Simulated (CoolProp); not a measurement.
Properties of methanol at several states.

Model: reference Helmholtz-energy equation of state, de Reuck 1993, in CoolProp.

```
T (°C)  p (kPa)   phase  expansivity (1/kK)  conductivity (mW/(m K))  Prandtl number
------  -------  ------  ------------------  -----------------------  --------------
268.55     72.7     gas               1.862                        …               …
-21.65    36700  liquid              0.9816                      225               …
248.55       21     gas               1.923                        …               …
233.45    31100  liquid               2.670                      176               …
```

**Question.** Fill in the missing entries.

**Answer.** 
- 268.55, conductivity (mW/(m K)): 44.0
- 268.55, Prandtl number: 0.799
- -21.65, Prandtl number: 15.0
- 248.55, conductivity (mW/(m K)): 41.1
- 248.55, Prandtl number: 0.801
- 233.45, Prandtl number: 2.45

Viscosity comes from a separate model (Xiang 2006). Thermal conductivity comes from a separate model (Sykioti 2013).
